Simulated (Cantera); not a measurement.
A perfectly stirred reactor is fed with NO : N₂ = 1 : 4.5 (molar parts), at 0.580 bar; it is held at 2200 K, and followed from long to short residence time.

Model: GRI-Mech 3.0 (53 species, 325 reactions), integrated in Cantera.

Q: What does this change do: pressure from 0.580 bar to 0.0190 bar?

A: 
| quantity | before | after |
|---|---|---|
| x(NO) at τ = 1.30 s | 0.0367 | 0.114 |
| x(N₂) at τ = 1.30 s | 0.890 | 0.850 |
| x(O) at τ = 1.30 s | 0.000964 | 0.00332 |
| x(N₂O) at τ = 1.30 s | 9.50e-7 | 4.40e-6 |
| x(O₂) at τ = 1.30 s | 0.0720 | 0.0319 |
| x(NO) at τ = 6.10 ms | 0.180 | 0.182 |
| x(N₂) at τ = 6.10 ms | 0.819 | 0.818 |
| x(O) at τ = 6.10 ms | 0.000235 | 2.47e-5 |
| x(N₂O) at τ = 6.10 ms | 1.63e-5 | 8.51e-6 |
| x(O₂) at τ = 6.10 ms | 0.000893 | 1.91e-6 |
Radical loss at walls, strong at low pressure, is not modelled.

Q: What does this change do: pressure from 0.580 bar to 0.130 bar?

A: 
```
quantity                 before     after
---------------------  --------  --------
x(NO) at τ = 1.30 s      0.0367    0.0607
x(N₂) at τ = 1.30 s       0.890     0.878
x(O) at τ = 1.30 s     0.000964   0.00186
x(N₂O) at τ = 1.30 s    9.50e-7   1.61e-6
x(O₂) at τ = 1.30 s      0.0720    0.0595
x(NO) at τ = 6.10 ms      0.180     0.181
x(N₂) at τ = 6.10 ms      0.819     0.818
x(O) at τ = 6.10 ms    0.000235  0.000181
x(N₂O) at τ = 6.10 ms   1.63e-5   1.48e-5
x(O₂) at τ = 6.10 ms   0.000893  0.000107
```

Q: What does this change do: temperature 2200 to 1825 K?

A: 
| quantity | before | after |
|---|---|---|
| x(NO) at τ = 1.30 s | 0.0367 | 0.167 |
| x(N₂) at τ = 1.30 s | 0.890 | 0.826 |
| x(O) at τ = 1.30 s | 0.000964 | 2.02e-5 |
| x(N₂O) at τ = 1.30 s | 9.50e-7 | 1.16e-5 |
| x(O₂) at τ = 1.30 s | 0.0720 | 0.00746 |
| x(NO) at τ = 6.10 ms | 0.180 | 0.182 |
| x(N₂) at τ = 6.10 ms | 0.819 | 0.818 |
| x(O) at τ = 6.10 ms | 0.000235 | 6.93e-6 |
| x(N₂O) at τ = 6.10 ms | 1.63e-5 | 9.91e-6 |
| x(O₂) at τ = 6.10 ms | 0.000893 | 1.71e-5 |
